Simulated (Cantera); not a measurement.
Feed: 1 mol Si2Cl6, 0.23 mol HCl, 16 mol N2, equilibrated at 1050 K and 1 atm.

These are equilibrium values from Cantera (NASA tables, ideal gas, pure condensed phases), not measurements of a reactor. Candidate condensed phases: NH4Cl, Si, Si3N4; 28 gas species. The feed counts by its element totals alone. N2 is the only nitrogen source here; it is nearly inert below about 1500 K, so the nitride shown seldom forms there in practice. The tables' values for SiCl3 are old estimates; treat these amounts as uncertain. Kinetics and transport are ignored.

Base state: N2 0.901, SiCl4 0.0863, HCl 0.0126, H2 0.000281, SiCl3 3.79e-5, SiHCl3 2.00e-5 (mole fractions); condensed: Si3N4(s).

Task: What changes in the equilibrium state with this change: temperature from 1050 K to 1525 K?

Result: 
| species | before | after |
|---|---|---|
| N2 | 0.901 | 0.896 |
| SiCl4 | 0.0863 | 0.0735 |
| HCl | 0.0126 | 0.0126 |
| SiCl3 | 3.79e-5 | 0.0120 |
| SiCl2 | 3.02e-7 | 0.00584 |
| Cl | 5.54e-9 | 1.81e-5 |
| SiHCl3 | 2.00e-5 | 0.000113 |
| H2 | 0.000281 | 0.000173 |
| Si3N4(s), mol | 0.166 | 0.131 |
